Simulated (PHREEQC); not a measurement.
Dissolve 0.0018 mol/kgw HNO3 and 0.03 mol/kgw CuSO4 at 25 °C. Closed to the air; pH follows from the charge balance.

Equilibrium calculation in PHREEQC: ion-association model, phreeqc.dat.

This is a speciation only: nothing precipitates in the calculation.

**Question.** Predict the pH, density.

**Answer.** pH 3.06; density 1.002 g/cm³.

**Question.** In which forms is S present?

**Answer.** SO4-2 59 %, CuSO4 39 %, HSO4- 2.5 % of the S.
